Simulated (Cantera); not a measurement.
## Ignition delay

Mixture: CH4 : O2 : N2 = 1 : 1.33 : 5.01 (molar parts), at 0.987 atm, adiabatic and at constant pressure. Ignition delay is the time to a rise of 400 K.

Detailed kinetics in Cantera: GRI-Mech 3.0 (53 species, 325 reactions).

| T0 (K) | delay (ms) |
|---|---|
| 1273 | 21.0 |
| 1373 | 5.87 |
| 1473 | 1.86 |
| 1573 | 0.678 |
| 1673 | 0.287 |
| 1773 | 0.139 |

apparent activation energy between 1573 and 1773 K: 180 kJ/mol
